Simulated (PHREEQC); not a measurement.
Synthetic water in mg/L, 30 °C, pH 3.11, pe 11.1:

```json
[
 {"constituent": "Na", "mg/L": "238"},
 {"constituent": "K", "mg/L": "0.474"},
 {"constituent": "Ca", "mg/L": "75.5"},
 {"constituent": "Mg", "mg/L": "27.9"},
 {"constituent": "Cl", "mg/L": "36.1"},
 {"constituent": "S(6) as SO4", "mg/L": "945"},
 {"constituent": "Zn", "mg/L": "0.432"},
 {"constituent": "Sr", "mg/L": "2.01"},
 {"constituent": "Si as SiO2", "mg/L": "0.209"}
]
```

Valence states are taken as typed.

Equilibrium calculation in PHREEQC: ion-association model, phreeqc.dat.

```yaml
ionic_strength: 0.0267 mol/kgw
specific_conductance: 2310 µS/cm
total_alkalinity: -1.32 meq/kg
charge_balance_error: -8.7 %
```

```tsv
species	molality	activity	log γ
Na+	0.0101	0.00869	-0.067
SO4-2	0.00814	0.00441	-0.266
Ca+2	0.00130	0.000716	-0.261
Cl-	0.00102	0.000868	-0.070
H+	0.000884	0.000776	-0.057
Mg+2	0.000696	0.000388	-0.254
CaSO4	0.000579	0.000582	0.003
MgSO4	0.000453	0.000455	0.003
HSO4-	0.000435	0.000372	-0.068
NaSO4-	0.000230	0.000198	-0.065
Sr+2	1.53e-5	8.44e-6	-0.259
K+	1.17e-5	9.99e-6	-0.070
SrSO4	7.65e-6	7.70e-6	0.003
Zn+2	4.09e-6	2.22e-6	-0.265
CaHSO4+	3.75e-6	3.20e-6	-0.068
```

No solid was allowed to form. Species that the database lacks are ignored.
